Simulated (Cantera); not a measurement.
A perfectly stirred reactor is fed with N2O : H2 : N2 = 1 : 0.0044 : 0.72 (molar parts), at 750 Torr; it is held at 1575 K, and followed from long to short residence time.

Detailed kinetics in Cantera: GRI-Mech 3.0 (53 species, 325 reactions). GRI-Mech 3.0 was tuned for natural gas; its chemistry of N2O as a main component is partial and can be far from experiment. The temperature is held fixed by assumption; the heat of reaction is taken as removed at once.

Question: What does this change do: H2 0.0044 to 0.0024 parts?

Answer: 
| quantity | before | after |
|---|---|---|
| x(N2O) at τ = 0.570 s | 0.00957 | 0.00965 |
| x(H2) at τ = 0.570 s | 1.55e-6 | 1.04e-6 |
| x(NO2) at τ = 0.570 s | 0.000247 | 0.000251 |
| x(OH) at τ = 0.570 s | 5.13e-5 | 3.79e-5 |
| x(NO) at τ = 0.570 s | 0.0464 | 0.0469 |
| x(N2O) at τ = 13.0 ms | 0.196 | 0.197 |
| x(H2) at τ = 13.0 ms | 3.02e-5 | 1.98e-5 |
| x(NO2) at τ = 13.0 ms | 0.000446 | 0.000439 |
| x(OH) at τ = 13.0 ms | 0.000102 | 7.63e-5 |
| x(NO) at τ = 13.0 ms | 0.0695 | 0.0706 |

Question: What does this change do: pressure from 750 Torr to 4.35 Torr?

Answer: 
```
quantity                 before     after
---------------------  --------  --------
x(N2O) at τ = 0.570 s   0.00957     0.365
x(H2) at τ = 0.570 s    1.55e-6   9.40e-5
x(NO2) at τ = 0.570 s  0.000247  0.000155
x(OH) at τ = 0.570 s    5.13e-5  0.000135
x(NO) at τ = 0.570 s     0.0464    0.0433
x(N2O) at τ = 13.0 ms     0.196     0.572
x(H2) at τ = 13.0 ms    3.02e-5   0.00152
x(NO2) at τ = 13.0 ms  0.000446   1.94e-5
x(OH) at τ = 13.0 ms   0.000102  0.000185
x(NO) at τ = 13.0 ms     0.0695   0.00143
```
Radical loss at walls, strong at low pressure, is not modelled.

Question: What does this change do: temperature 1575 to 1198 K?

Answer: 
| quantity | before | after |
|---|---|---|
| x(N2O) at τ = 0.570 s | 0.00957 | 0.416 |
| x(H2) at τ = 0.570 s | 1.55e-6 | 2.98e-5 |
| x(NO2) at τ = 0.570 s | 0.000247 | 0.000216 |
| x(OH) at τ = 0.570 s | 5.13e-5 | 5.74e-6 |
| x(NO) at τ = 0.570 s | 0.0464 | 0.0113 |
| x(N2O) at τ = 13.0 ms | 0.196 | 0.573 |
| x(H2) at τ = 13.0 ms | 3.02e-5 | 0.000617 |
| x(NO2) at τ = 13.0 ms | 0.000446 | 3.69e-5 |
| x(OH) at τ = 13.0 ms | 0.000102 | 1.01e-5 |
| x(NO) at τ = 13.0 ms | 0.0695 | 0.000382 |
The mechanism lacks the step 2 NO + O2 → 2 NO2, which can matter for NO2 below about 1400 K.
